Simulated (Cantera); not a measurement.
Cantera with NASA thermochemical tables; ideal gases at 1 bar, condensed phases pure. Values are per mole of reaction as written; species without (g) are pure solids or liquids, kept so even where they would boil at 1 bar. FeO: taken at fixed stoichiometry.

4 FeO + N2(g) ⇌ 4 Fe + 2 NO2(g)

```
T (K)  ΔH° (kJ)  ΔS° (J/K)  ΔG° (kJ)  log10 K  condensed phases
-----  --------  ---------  --------  -------  ----------------
1698        [?]        [?]       [?]      [?]     FeO(l), Fe(δ)
1848     1097.0       93.5     924.2   -26.12     FeO(l), Fe(l)
1998     1095.8       92.9     910.2   -23.80     FeO(l), Fe(l)
2148        [?]        [?]       [?]      [?]     FeO(l), Fe(l)
2298        [?]        [?]       [?]      [?]     FeO(l), Fe(l)
2448        [?]        [?]       [?]      [?]     FeO(l), Fe(l)
```

Fill in the missing entries.


- 1698, ΔH° (kJ): 1045.1
- 1698, ΔS° (J/K): 64.8
- 1698, ΔG° (kJ): 935.0
- 1698, log10 K: -28.76
- 2148, ΔH° (kJ): 1094.6
- 2148, ΔS° (J/K): 92.3
- 2148, ΔG° (kJ): 896.3
- 2148, log10 K: -21.80
- 2298, ΔH° (kJ): 1093.5
- 2298, ΔS° (J/K): 91.8
- 2298, ΔG° (kJ): 882.5
- 2298, log10 K: -20.06
- 2448, ΔH° (kJ): 1092.6
- 2448, ΔS° (J/K): 91.4
- 2448, ΔG° (kJ): 868.8
- 2448, log10 K: -18.54
